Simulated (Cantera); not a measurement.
Adiabatic ignition

An adiabatic, constant-pressure homogeneous reactor starts with H2 : O2 : N2 = 1 : 0.658 : 3.2 (molar parts), equivalence ratio 0.76, at 1550 K and 10.0 bar.

Computed with Cantera and the H2/O2 subset of GRI-Mech 3.0, which has no nitrogen chemistry. The hydrogen kinetics of GRI-Mech 3.0 are dated; newer H2 mechanisms differ, most at raised pressure.

| t (s) | T (K) | x H2 | x O2 | x H2O2 | x HO2 | x H2O | x O |
|---|---|---|---|---|---|---|---|
| 4.00e-6 | 2685 | 0.0156 | 0.0359 | 1.31e-6 | 2.44e-5 | 0.194 | 0.00682 |
| 1.05e-5 | 2811 | 0.00852 | 0.0344 | 1.55e-6 | 1.96e-5 | 0.208 | 0.00350 |
| 2.77e-5 | 2815 | 0.00825 | 0.0344 | 1.57e-6 | 1.95e-5 | 0.208 | 0.00340 |
| 7.28e-5 | 2815 | 0.00825 | 0.0344 | 1.57e-6 | 1.95e-5 | 0.208 | 0.00340 |
| 0.000192 | 2815 | 0.00825 | 0.0344 | 1.57e-6 | 1.95e-5 | 0.208 | 0.00340 |
| 0.000504 | 2815 | 0.00825 | 0.0344 | 1.57e-6 | 1.95e-5 | 0.208 | 0.00340 |
| 0.00133 | 2815 | 0.00825 | 0.0344 | 1.57e-6 | 1.95e-5 | 0.208 | 0.00340 |
| 0.00349 | 2815 | 0.00825 | 0.0344 | 1.57e-6 | 1.95e-5 | 0.208 | 0.00340 |
| 0.00918 | 2815 | 0.00825 | 0.0344 | 1.57e-6 | 1.95e-5 | 0.208 | 0.00340 |
| 0.0241 | 2815 | 0.00825 | 0.0344 | 1.57e-6 | 1.95e-5 | 0.208 | 0.00340 |
| 0.0635 | 2815 | 0.00825 | 0.0344 | 1.57e-6 | 1.95e-5 | 0.208 | 0.00340 |
| 0.167 | 2815 | 0.00825 | 0.0344 | 1.57e-6 | 1.95e-5 | 0.208 | 0.00340 |
| 0.439 | 2815 | 0.00825 | 0.0344 | 1.57e-6 | 1.95e-5 | 0.208 | 0.00340 |
| 1.16 | 2815 | 0.00825 | 0.0344 | 1.57e-6 | 1.95e-5 | 0.208 | 0.00340 |
| 3.04 | 2815 | 0.00825 | 0.0344 | 1.57e-6 | 1.95e-5 | 0.208 | 0.00340 |
| 8.00 | 2815 | 0.00825 | 0.0344 | 1.57e-6 | 1.95e-5 | 0.208 | 0.00340 |
x: mole fraction; the columns are a selection and need not sum to one.

The time of steepest temperature rise comes out as 1.46 µs and the temperature at 8.00 s is 2815 K. The equilibrium temperature comes out as 2815 K and the x(H2) at 8.00 s is 0.00825 (gas-phase equilibrium 0.00825). The x(O2) at 8.00 s is 0.0344 (gas-phase equilibrium 0.0344) and the x(H2O2) at 8.00 s comes out as 1.57e-6 (gas-phase equilibrium 1.57e-6).
